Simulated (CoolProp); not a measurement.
Vapour-liquid equilibrium of isopentane (1) + R365MFC (2) at 33.25 °C; x and y are mole fractions of (1).

Computed with CoolProp (multi-fluid Helmholtz-energy mixture model, Lemmon 2006 and Lemmon 2016; pair parameters Bell 2016).

```csv
x,"bubble pressure, mixture model (MPa)","bubble pressure, Raoult's law (MPa)","y, mixture model","y, Raoult's law"
0.05,0.09528,0.08058,0.209,0.076
0.125,0.1142,0.08383,0.378,0.182
0.2,0.1270,0.08708,0.471,0.280
0.275,0.1355,0.09034,0.529,0.371
0.35,0.1409,0.09359,0.567,0.455
0.425,0.1443,0.09684,0.595,0.534
0.5,0.1463,0.1001,0.617,0.608
0.575,0.1475,0.1033,0.637,0.678
0.65,0.1480,0.1066,0.658,0.743
0.725,0.1477,0.1098,0.684,0.804
0.8,0.1459,0.1131,0.721,0.861
0.875,0.1416,0.1163,0.779,0.916
0.95,0.1325,0.1196,0.881,0.967
```

The largest gap from Raoult's law is +50.6 % in bubble pressure, at x = 0.35. y crosses x between x = 0.65 and 0.725: the model has an azeotrope there.

Pair parameters are fitted to limited data, so mixtures are less certain than the pure fluids. With so large a gap from Raoult's law the liquid may split in two, which this calculation doesn't test in full.
